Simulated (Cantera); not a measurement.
**HF + H2O + N2 (abatement and gas-phase synthesis)**

A closed system holds: 1 mol HF, 7.1 mol H2O, 5.6 mol N2, at 2900 K and 26.0 mbar.

Equilibrium computed with Cantera from the NASA thermochemical tables; the gas is ideal and each condensed phase is pure. Candidate condensed phases: H2O; 40 gas species. The numbers say what is thermodynamically allowed, not how fast it happens.

x(N2): 0.283
x(H): 0.233
x(H2O): 0.107
x(H2): 0.106
x(O): 0.0974
x(OH): 0.0719
x(HF): 0.0509
x(O2): 0.0391
x(NO): 0.0109
gas amount: 19.42 mol
